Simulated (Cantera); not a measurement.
Hydrocarbon pyrolysis for carbon deposition

A perfectly stirred reactor is fed with C2H6 : N2 = 1 : 55 (molar parts), at 3.08 Torr; it is held at 1675 K, and followed from long to short residence time.

Cantera simulation using GRI-Mech 3.0 (53 species, 325 reactions); the numbers are that mechanism's predictions, not measurements. GRI-Mech 3.0 stops at C3 and has no aromatics, soot or wall deposition, so with more carbon than oxygen in the feed, carbon stays in small species such as C2H2 where larger ones or solid carbon would form. Radical loss at walls, strong at low pressure, is not modelled.

```tsv
τ (s)	x C2H6	x H	x CH2	x C2H4	x HCN	x CH4	x H2
0.68	5.62e-5	0.000518	7.16e-6	0.000304	8.70e-5	0.00192	0.0303
0.27	0.000134	0.000563	1.06e-5	0.000662	5.60e-5	0.00255	0.0285
0.11	0.000311	0.000611	1.51e-5	0.00134	3.60e-5	0.00318	0.0259
0.042	0.000759	0.000657	2.09e-5	0.00263	2.19e-5	0.00361	0.0221
0.017	0.00173	0.000672	2.65e-5	0.00431	1.31e-5	0.00344	0.0174
0.0065	0.00403	0.000620	2.99e-5	0.00557	6.71e-6	0.00243	0.0114
0.0026	0.00814	0.000466	2.60e-5	0.00444	2.66e-6	0.00113	0.00569
0.0010	0.0133	0.000233	1.36e-5	0.00156	5.03e-7	0.000300	0.00157
0.00040	0.0162	5.94e-5	3.27e-6	0.000204	1.75e-8	6.06e-5	0.000186
0.00016	0.0172	7.29e-6	3.30e-7	1.25e-5	5.07e-11	1.07e-5	9.56e-6
```
x: mole fraction; the columns are a selection and need not sum to one.
